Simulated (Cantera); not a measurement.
Charge: 1 mol Si3N4, 0.02 mol O2, 33 mol N2, equilibrated at 1 atm.

Cantera equilibrium calculation (NASA polynomials, part measured and part estimated; ideal gas, pure solids and liquids). Candidate condensed phases: Si, SiO2, Si2N2O, Si3N4; 16 gas species. Kinetics and transport are ignored.

Q: At 1998 K, list the 3 most abundant gas species with their mole fractions, and the condensed phases.

A: N2 0.999, SiO 0.00121, Si 1.23e-5. Condensed: Si3N4(s).
